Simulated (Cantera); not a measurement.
An adiabatic, constant-volume homogeneous reactor starts with CO : H2 : CH4 : O2 : N2 = 1 : 0.031 : 0.51 : 1.71 : 6.48 (molar parts), equivalence ratio 0.90, at 1475 K and 1.00 bar. Integrator tolerance rtol = 1e-08.

Computed with Cantera and GRI-Mech 3.0 (53 species, 325 reactions).

**Question.** What does this change do: constant pressure in place of constant volume?

**Answer.** 
```tsv
quantity	before	after
time of steepest temperature rise	0.860 ms	0.898 ms
temperature at 0.100 s	2848 K	2699 K
equilibrium temperature	2848 K	2699 K
x(CO) at 0.100 s	0.0633 (gas-phase equilibrium 0.0633)	0.0535 (gas-phase equilibrium 0.0535)
x(H2) at 0.100 s	0.00843 (gas-phase equilibrium 0.00843)	0.00707 (gas-phase equilibrium 0.00707)
x(CH4) at 0.100 s	<1e-12 (gas-phase equilibrium <1e-12)	<1e-12 (gas-phase equilibrium <1e-12)
x(CH2) at 0.100 s	<1e-12 (gas-phase equilibrium <1e-12)	<1e-12 (gas-phase equilibrium <1e-12)
x(HCN) at 0.100 s	1.82e-9 (gas-phase equilibrium 1.82e-9)	5.84e-10 (gas-phase equilibrium 5.84e-10)
```

**Question.** What does this change do: CH4 0.51 to 0.16 parts?

**Answer.** 
| quantity | before | after |
|---|---|---|
| time of steepest temperature rise | 0.860 ms | 0.227 ms |
| temperature at 0.100 s | 2848 K | 2620 K |
| equilibrium temperature | 2848 K | 2620 K |
| x(CO) at 0.100 s | 0.0633 (gas-phase equilibrium 0.0633) | 0.0188 (gas-phase equilibrium 0.0188) |
| x(H2) at 0.100 s | 0.00843 (gas-phase equilibrium 0.00843) | 0.000874 (gas-phase equilibrium 0.000874) |
| x(CH4) at 0.100 s | <1e-12 (gas-phase equilibrium <1e-12) | <1e-12 (gas-phase equilibrium <1e-12) |
| x(CH2) at 0.100 s | <1e-12 (gas-phase equilibrium <1e-12) | <1e-12 (gas-phase equilibrium <1e-12) |
| x(HCN) at 0.100 s | 1.82e-9 (gas-phase equilibrium 1.82e-9) | 4.34e-11 (gas-phase equilibrium 4.34e-11) |
